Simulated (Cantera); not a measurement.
A diamond (100) surface in a fixed gas of H2 with x(CH4) = 0.0083, x(H) = 0.0015, x(CH3) = 0.00041, 64.5 Torr; coverages are run to steady state.

Model: the Harris–Goodwin 1993 mechanism for the reconstructed diamond (100) surface, integrated in Cantera.

θ: site fractions in the mechanism's names (c6HH fully hydrogenated, c6H* and c6*H radical sites, c6** diradical, c6HM methylated).

```csv
T (K),growth (µm/h),θ c6HH,θ c6H*,θ c6*H,θ c6**,θ c6HM
900,(withheld),0.543,0.00816,0.228,0.00315,0.175
950,(withheld),0.526,0.0114,0.271,0.00495,0.143
1000,(withheld),0.508,0.0154,0.314,0.00737,0.113
1050,(withheld),0.493,0.0200,0.358,0.0105,0.0822
1100,(withheld),0.480,0.0254,0.402,0.0144,0.0506
1150,(withheld),0.466,0.0312,0.443,0.0188,0.0248
1200,(withheld),0.448,0.0369,0.473,0.0234,0.0102
1250,(withheld),0.427,0.0423,0.493,0.0278,0.00388
1300,4.64,0.409,0.0474,0.506,0.0319,0.00145
1350,4.35,0.394,0.0522,0.514,0.0357,0.000547
1400,(withheld),0.382,0.0567,0.519,0.0391,0.000207
```

### Question
What belongs in the gaps?

### Answer

- 900, growth (µm/h): 8.39
- 950, growth (µm/h): 11.3
- 1000, growth (µm/h): 14.1
- 1050, growth (µm/h): 15.7
- 1100, growth (µm/h): 14.4
- 1150, growth (µm/h): 10.6
- 1200, growth (µm/h): 7.19
- 1250, growth (µm/h): 5.33
- 1400, growth (µm/h): 3.72
